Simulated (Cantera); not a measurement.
A freely propagating, adiabatic, planar premixed flame of 17.8 % H₂, 17.5 % O₂, 64.7 % N₂, unburnt at 650 K and 0.960 bar; multicomponent+Soret transport, grid criteria slope 0.08 and curve 0.16, no radiation.

Detailed kinetics in Cantera: the H2/O2 subset of GRI-Mech 3.0, which has no nitrogen chemistry. Burning velocities carry a grid error of a few per cent, more on coarse grids. Lean hydrogen flames are cellular in practice and burn faster than this planar one.

x: mole fraction of selected species; z is measured from the peak of heat release.

```
z (mm)  T (K)  u (m/s)      x H₂    x O₂       x O       x H        x OH     x HO₂
------  -----  -------  --------  ------  --------  --------  ----------  --------
-1.37     650     4.05     0.178   0.175     <1e-8     <1e-8       <1e-8     <1e-8
-0.913    650     4.05     0.178   0.175     <1e-8     <1e-8       <1e-8     <1e-8
-0.685    650     4.05     0.178   0.175     <1e-8     <1e-8       <1e-8   8.91e-8
-0.457    650     4.04     0.176   0.175   5.35e-8   2.68e-7     1.07e-8   6.81e-6
-0.228    692     4.21     0.155   0.178   2.52e-5  0.000231  (withheld)  0.000253
-0.114    888     5.28     0.119   0.171  0.000533   0.00313  (withheld)  0.000179
0        1204     7.04    0.0626   0.142   0.00441    0.0121  (withheld)  0.000103
0.114    1443     8.39    0.0232   0.109   0.00969    0.0162  (withheld)   6.44e-5
0.228    1575     9.13    0.0118  0.0976    0.0108    0.0134  (withheld)   4.71e-5
0.457    1708     9.84   0.00754  0.0935   0.00870   0.00789     0.00994   3.23e-5
0.913    1817     10.4   0.00472  0.0926   0.00534   0.00343     0.00921   1.97e-5
1.83     1890     10.8   0.00235  0.0929   0.00261   0.00110  (withheld)   1.02e-5
3.65     1929     11.0  0.000947  0.0935   0.00105  0.000270  (withheld)   4.67e-6
```

Question: What belongs in the gaps?

Answer: 
- -0.228, x OH: 0.000105
- -0.114, x OH: 0.000699
- 0, x OH: 0.00302
- 0.114, x OH: 0.00694
- 0.228, x OH: 0.00898
- 1.83, x OH: 0.00716
- 3.65, x OH: 0.00480
